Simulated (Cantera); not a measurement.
What does this Cantera script print?

```python
import numpy as np
import cantera as ct

gas_names = """
    H HO2 H2 H2O H2O2 O OH O2 O3 Pb PbO Pb2
""".split()
cond_names = """
    H2O(s) H2O(L) Pb(cr) Pb(L) PbO(rd) PbO(yw) PbO(L) PbO2(s) Pb3O4(s)
""".split()


# ... load() reads the species with a 1 bar reference pressure and builds the phases ...
atoms = {
    'PbO': {'Pb': 1, 'O': 1},
    'H2': {'H': 2},
}
top_T = {'Pb3O4(s)': 820}  # K; cautious upper limits of use, not melting points


# ... equilibrate(T, P, feed) seeds the gas with the atoms and calls Mixture.equilibrate('TP', solver="vcs", rtol=1e-11, max_steps=5000) ...
results = []
feed = {'PbO': 1, 'H2': 5.4}  # mol
P = 1000  # Pa
for T in [848, 948, 1048, 1148, 1248, 1348, 1448, 1548]:
    mix = equilibrate(T, P, feed)
    results.append((T, P, feed, dict(zip(mix.species_names, mix.species_moles))))

top = {s: max(r[3][s] / sum(r[3][g] for g in gas_names) for r in results) for s in gas_names}
cols = sorted((s for s in top if top[s] > 0.0001), key=lambda s: -top[s])[:9]
seen = [c for c in cond_names if any(r[3].get(c, 0) > 1e-12 for r in results)]
print("log10 of partial pressures in bar; condensed amounts in mol")
print(f"{'T/K':>10s}" + "".join(f"{s[:9]:>10s}" for s in cols + seen))
for T, P, feed, n in results:
    ng = sum(n[g] for g in gas_names)
    print(f"{T:10.4g}" + "".join(f"{np.log10(max(n[s] / ng * P / 1e5, 1e-99)):10.3f}" for s in cols)
          + "".join(f"{n.get(c, 0):10.4g}" for c in seen))
```

It prints:

```
log10 of partial pressures in bar; condensed amounts in mol
       T/K        H2       H2O        Pb         H     Pb(L)
       848    -2.089    -2.732    -6.524   -11.765    0.9998
       948    -2.089    -2.733    -5.320   -10.325    0.9974
      1048    -2.091    -2.734    -4.350    -9.158    0.9758
      1148    -2.101    -2.745    -3.553    -8.195    0.8443
      1248    -2.149    -2.793    -2.886    -7.405    0.1929
      1348    -2.163    -2.806    -2.806    -6.717         0
      1448    -2.163    -2.806    -2.806    -6.117         0
      1548    -2.163    -2.806    -2.806    -5.593         0
```

Method: chemical equilibrium by Gibbs-energy minimisation in Cantera with the NASA 1993 tables (ideal gas, pure condensed phases).
